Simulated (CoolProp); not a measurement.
Vapour-liquid equilibrium of n-butane (1) + cis-2-butene (2) at 0.0454 MPa; x and y are mole fractions of (1).

Values from CoolProp's multi-fluid Helmholtz-energy mixture model, Bücker 2006 and Lemmon 2005; pair parameters Bell 2016.

Give the bubble temperature and the first vapour's composition at x = 0.15, 0.25, 0.55. Is there an azeotrope?

x = 0.15: 256.5 K, y = 0.187; x = 0.25: 255.9 K, y = 0.297; x = 0.55: 254.6 K, y = 0.591. No azeotrope shows between x = 0.05 and 0.95.

The pair parameters rest on a limited set of measurements; away from them the model extrapolates.
